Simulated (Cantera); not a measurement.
A perfectly stirred reactor is fed with CO : O2 : H2O : N2 = 0.0049 : 0.03 : 0.002 : 1 (molar parts), equivalence ratio 0.082, at 760 Torr; it is held at 1348 K, and followed from long to short residence time.

Detailed kinetics in Cantera: GRI-Mech 3.0 (53 species, 325 reactions).

Q: Predict: x(CO) at τ = 1.80 s; x(O2) at τ = 1.80 s; x(H2O) at τ = 1.80 s; x(CO2) at τ = 1.80 s; x(HO2) at τ = 1.80 s; x(CO) at τ = 38.0 ms; x(O2) at τ = 38.0 ms; x(H2O) at τ = 38.0 ms; x(CO2) at τ = 38.0 ms; x(HO2) at τ = 38.0 ms.

A: 
```
Item                     Result
---------------------  --------
x(CO) at τ = 1.80 s     5.63e-5
x(O2) at τ = 1.80 s      0.0266
x(H2O) at τ = 1.80 s    0.00192
x(CO2) at τ = 1.80 s    0.00468
x(HO2) at τ = 1.80 s    2.30e-7
x(CO) at τ = 38.0 ms   0.000718
x(O2) at τ = 38.0 ms     0.0269
x(H2O) at τ = 38.0 ms   0.00190
x(CO2) at τ = 38.0 ms   0.00402
x(HO2) at τ = 38.0 ms   1.36e-6
```
